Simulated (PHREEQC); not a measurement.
PHREEQC input (ion-association model, wateq4f.dat):

```
SOLUTION_MASTER_SPECIES
  An  An-  0  An  62.0  # stands for a non-complexing anion
SOLUTION_SPECIES
  An- = An-
    -log_k 0
    -gamma 3.0 0
PHASES
  Fix_H+
    H+ = H+
    -log_k 0
SOLUTION 1
  temp 25
  units mmol/kgw
  pH 7 charge
  Cl 1.1332
  Ca 0.51
  Cu(2) 0.0066
  Ba 0.05
  Na 50
  An 50
END
SELECTED_OUTPUT 1
  -reset false
  -pH true
  -pe true
  -ionic_strength true
  -water true
  -totals Ba Ca Cl Cu Na Cu(1) Cu(2)
  -molalities Hfo_wOH Hfo_wOH2+ Hfo_wO- Hfo_sOH Hfo_sOH2+ Hfo_sO- Hfo_sOHCa+2 Hfo_wOCa+ Hfo_sOHBa+2 Hfo_wOBa+
    Hfo_sOCu+ Hfo_wOCu+
  -saturation_indices Portlandite Cu(OH)2 Atacamite Halite
USER_PUNCH 1
  -headings sigma psi
  10 PUNCH EDL("sigma", "Hfo"), EDL("psi", "Hfo")
PRINT
  -reset false
USE solution 1
SURFACE 1
  Hfo_wOH 0.00426966 600 1.9
  Hfo_sOH 0.000106742
EQUILIBRIUM_PHASES 1
  Fix_H+ -3 HAn 10
    -force_equality true
  O2(g) -0.68 10
END
# ... the last block is repeated for the other 16 points of pH, with NaOH or the acid as the point needs
```

Selected output (columns that matter, 14 of 17 rows; pH added in front):

```
pH	mu	Ba	Ca	Cl	Cu	Na	m_Hfo_wOH	m_Hfo_wOH2+	si_Portlandite	si_Cu(OH)2	si_Atacamite	si_Halite	sigma	psi
3	0.054991	5e-05	0.00051	0.0011332	6.5847e-06	0.05	0.0001437	0.0041258	-20.43	-8.1509	-12.4	-6.0094	0.35795	0.16753
3.5	0.054061	5e-05	0.00051	0.0011332	6.4581e-06	0.05	0.00038541	0.0038834	-19.428	-7.1574	-10.912	-6.0083	0.33684	0.16485
4	0.053566	4.9999e-05	0.00051	0.0011332	5.5324e-06	0.05	0.00084152	0.0034232	-18.427	-6.2236	-9.5445	-6.0077	0.29662	0.15858
5	0.052776	4.9991e-05	0.00050997	0.0011332	5.1589e-07	0.05	0.002068	0.0021551	-16.426	-5.2525	-8.6018	-6.0067	0.18335	0.13441
5.5	0.052462	4.9959e-05	0.00050986	0.0011332	7.4461e-08	0.05	0.0025658	0.0016089	-15.425	-5.0934	-8.7834	-6.0063	0.13188	0.11788
6	0.052212	4.9799e-05	0.0005093	0.0011332	1.0288e-08	0.05	0.0029097	0.0011967	-14.425	-4.958	-9.0124	-6.0059	0.090344	0.099137
6.5	0.052013	4.8978e-05	0.00050636	0.0011332	1.5376e-09	0.05	0.0031159	0.0009073	-13.427	-4.8242	-9.2447	-6.0057	0.058654	0.078431
7.5	0.051588	3.7988e-05	0.00045437	0.0011332	4.6394e-10	0.05	0.0032664	0.00054032	-11.473	-4.3378	-9.2716	-6.0052	0.018822	0.033803
8	0.051516	3.1649e-05	0.00038398	0.0011332	1.0216e-09	0.050235	0.0032216	0.00040867	-10.546	-3.9525	-9.001	-6.003	0.0057679	0.011045
8.5	0.051416	2.4166e-05	0.00022393	0.0011332	1.968e-09	0.050703	0.0030201	0.00027603	-9.78	-3.6621	-8.9201	-5.9989	-0.0052689	-0.010111
9	0.051319	1.1195e-05	6.3265e-05	0.0011332	3.2573e-09	0.051195	0.0027343	0.00017655	-9.3288	-3.4423	-8.9805	-5.9946	-0.016879	-0.030762
10	0.051585	3.9129e-07	1.5273e-06	0.0011332	6.3963e-09	0.051907	0.0023129	8.7041e-05	-8.947	-3.1493	-9.3945	-5.9889	-0.055499	-0.07605
10.5	0.05203	6.6129e-08	2.4985e-07	0.0011332	9.7876e-09	0.052537	0.0020176	5.3797e-05	-8.7351	-2.9652	-9.5266	-5.9842	-0.085955	-0.096775
11	0.053107	1.3723e-08	4.9804e-08	0.0011331	1.7489e-08	0.053845	0.001611	2.748e-05	-8.4406	-2.7153	-9.5276	-5.9749	-0.12499	-0.11488
```

The database's constant for dissolved Cu(OH)2 is higher than later reviews accept. The oxide is taken as insoluble; below pH 4 it would dissolve.
